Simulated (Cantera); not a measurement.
Charge: 1 mol Si₂H₆, 6 mol NO, 23 mol H₂, 2.7 mol CO₂, at 1225 K and 0.128 Torr.

Method: chemical equilibrium by Gibbs-energy minimisation in Cantera with the NASA 1993 tables (ideal gas, pure condensed phases). Candidate condensed phases: C, C₆H₆, C₇H₈, C₈H₁₈, H₂O, Si, SiC, SiO₂, Si₂N₂O, Si₃N₄; 151 gas species. The feed counts by its element totals alone. The tables hold silica as quartz up to 1696 K and as liquid above; real silica turns to tridymite and cristobalite and melts near 1996 K. Equilibrium is a limit: real reactors are often held back by kinetics, nucleation or transport.

Q: What is the equilibrium state?

A: 
- x(H₂) = 0.682
- x(H₂O) = 0.138
- x(N₂) = 0.0946
- x(CO) = 0.0749
- x(CO₂) = 0.0103
- x(H) = 1.97e-5
- n(SiO₂(β-quartz)) = 2.00 mol
- gas amount = 31.70 mol
- log10 activity of C(graphite) (absent) = -5.91
- log10 activity of Si(s) (absent) = -12.72
